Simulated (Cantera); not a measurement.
Input: 1 mol AlCl3, 9.3 mol H2O, 60 mol N2, at 1900 K and 0.443 Torr.

These are equilibrium values from Cantera (NASA tables, ideal gas, pure condensed phases), not measurements of a reactor. Kinetics and transport are ignored.

| species | before | after |
|---|---|---|
| N2 | 0.838 | 0.847 |
| H2O | 0.0997 | 0.110 |
| HCl | 0.0337 | 0.0424 |
| H2 | 0.0104 | <1e-9 |
| Cl | 0.00817 | <1e-9 |
| H | 0.00333 | <1e-9 |
| O2 | 0.00266 | <1e-9 |
| OH | 0.00263 | <1e-9 |
| NO | 0.000666 | <1e-9 |
| O | 0.000634 | <1e-9 |
| Al2O3(s), mol | 0.500 | 0.500 |
Gas species are given as mole fractions.

Problem. Which change was made?
(A) H2O from 9.3 to 1.1 mol
(B) H2O from 9.3 to 2.6 mol
(C) pressure from 0.443 Torr to 7.50 Torr
(D) temperature from 1900 K to 650 K

Solution. D, temperature from 1900 K to 650 K. Condensed phases not in the tables: AlOCl
